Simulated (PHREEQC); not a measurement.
1 kg of water holding 0.033 mol NaCl, 0.0032 mol KCl, 0.23 mol Na2CO3, 0.0063 mol NaHCO3 and 0.023 mol Na2SO4 is evaporated at 25 °C; the solids stay in contact with the brine. No CO2 enters from the air. The run lets Arcanite, Burkeite, Glaserite, Halite, Kalicinite, Mirabilite, Misenite, Nahcolite, Natron, Sylvite, Thenardite, Trona precipitate or redissolve, and no other solid.

All values are PHREEQC results (Pitzer model, pitzer.dat), not measurements.

**Question.** Predict ionic strength at water left (kg) = 0.3751, 0.2534, 0.1156, 0.09506, 0.02405.

**Answer.** 
```tsv
water left (kg)	ionic strength
0.3751	2.14
0.2534	3.16
0.1156	6.93
0.09506	8.43
0.02405	12.3
```
